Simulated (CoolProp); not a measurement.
The fluid at 251.44 K and 0.0229 MPa expands adiabatically to 0.00172 MPa with isentropic efficiency 0.7. The same conditions are run with several fluids, on thermodynamics alone (safety and materials aside).

Computed with CoolProp (reference Helmholtz-energy equation of state of each fluid (isobutane: Bücker 2006; methane: Setzmann 1991; R115: Lemmon 2016; fluoroethane (R161): Wu 2012)).

Task: Rank isobutane, methane, R115, fluoroethane (R161) by work (kJ/kg), highest first.

Result: methane (174), fluoroethane (R161) (64.0), isobutane (56.7), R115 (21.9)

| fluid | final temperature (K) | final density (kg/m³) |
|---|---|---|
| isobutane | 209.0 | 0.0576 |
| methane | 168.3 | 0.0197 |
| R115 | 215.8 | 0.148 |
| fluoroethane (R161) | 188.5 | 0.0528 |
